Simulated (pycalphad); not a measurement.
**Effect of V content in Ti-Si-V**

Source of the numbers: pycalphad with the COST 507 light-alloy database (1999); pressure 1 atm. These are 1990s assessments: newer ones move some temperatures and phases. Not assessed as a whole: an extrapolation from subsystems, which can miss ternary compounds. Amounts are mole fractions of atoms.

| alloy | liquidus (°C) | first solid | solidus (°C) | phases at 927 °C |
|---|---|---|---|---|
| Ti-0.3406Si-2.429V (wt.%) | 1650 | BCC_A2 | 1586 | BCC_A2 1.00 |
| Ti-0.3405Si-3.237V (wt.%) | 1647 | BCC_A2 | 1585 | BCC_A2 1.00 |
| Ti-0.3398Si-6.461V (wt.%) | … | BCC_A2 | … | BCC_A2 1.00 |
| Ti-0.3391Si-9.672V (wt.%) | 1630 | BCC_A2 | 1580 | BCC_A2 1.00 |

Question: Fill in the missing entries.

Answer: 
- Ti-0.3398Si-6.461V (wt.%), liquidus (°C): 1638
- Ti-0.3398Si-6.461V (wt.%), solidus (°C): 1582

BCC_A2 is bcc.
